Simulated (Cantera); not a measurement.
## Equilibrium for silicon epitaxy and polysilicon growth: Si2Cl6 + HCl + H2

Charge: 1 mol Si2Cl6, 0.46 mol HCl, 69 mol H2, equilibrated at 1373.15 K and 6.15 Torr.

Equilibrium computed with Cantera from the NASA thermochemical tables; the gas is ideal and each condensed phase is pure. Candidate condensed phases: Si; 19 gas species. The feed counts by its element totals alone. The tables' values for SiCl3 are old estimates; treat these amounts as uncertain. Rates play no part.

The x(H2) is 0.924. The x(HCl) is 0.0628, the x(SiCl2) is 0.0123 and the x(SiCl3) comes out as 0.000442. The x(SiCl4) is 7.37e-5. The x(SiHCl3) comes out as 6.87e-5, the x(H) comes out as 3.54e-5 and the x(SiH2Cl2) is 9.47e-6. The x(Cl) is 1.99e-6. The n(Si(s)) comes out as 1.07 mol and the gas amount comes out as 72.43 mol.
